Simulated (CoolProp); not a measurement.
Saturated liquid density (kg/m³) of methanol: the reference equation beside estimates from Tc = 513.4 K, pc = 8.216 MPa, ω = 0.565. Rackett uses Z = 0.29056 − 0.08775 ω.

The numbers come from the reference Helmholtz-energy equation of state, de Reuck 1993 in CoolProp.

| T (K) | reference | Rackett | Peng-Robinson |
|---|---|---|---|
| 301.7 | 782.9 | 772.5 | 679.3 |
| 317.4 | 768.0 | 754.2 | 667.0 |
| 333 | 752.9 | 735.3 | 653.7 |
| 348.7 | 737.2 | 715.6 | 638.9 |
| 364.4 | 720.6 | 695.2 | 622.6 |
| 380.1 | 703.0 | 673.8 | 604.5 |
| 395.8 | 684.0 | 651.2 | 584.3 |
| 411.4 | 663.3 | 627.4 | 561.7 |
| 427.1 | 640.1 | 601.7 | 535.9 |
| 442.8 | 613.9 | 573.7 | 506.2 |
| 458.5 | 583.3 | 542.5 | 471.4 |
| 474.2 | 546.5 | 506.3 | 429.5 |
| 489.8 | 498.2 | 461.7 | 376.8 |
| 505.5 | 416.8 | 394.0 | 299.5 |

Absolute difference from the reference over all 14 rows, mean and median: Rackett 4.7 and 5.1 %, Peng-Robinson 17.0 and 14.9 %.
